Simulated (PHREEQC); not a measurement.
Polishing slurry liquid

A solution holds 0.0014 mol H2SO4 and 0.0012 mol H4SiO4 per kg of water, at 20 °C and 100 atm. Closed to the air; pH follows from the charge balance.

All values are PHREEQC results (ion-association model, phreeqc.dat), not measurements.

```yaml
pH: 2.61
ionic_strength: 0.00382 mol/kgw
specific_conductance: 942 µS/cm
total_alkalinity: -2.80 meq/kg
```

| species | molality | activity | log γ |
|---|---|---|---|
| H+ | 0.00261 | 0.00246 | -0.026 |
| SO4-2 | 0.00121 | 0.000931 | -0.113 |
| H4SiO4 | 0.00120 | 0.00120 | 0.000 |
| HSO4- | 0.000191 | 0.000179 | -0.029 |

Precipitation was switched off in this run. Saturation is exceeded, for instance for Quartz (slow to form), Chalcedony (slow to form); the values hold only as long as no solid forms. Under pressure, the constants of complexes without a molar volume in the database are unreliable.
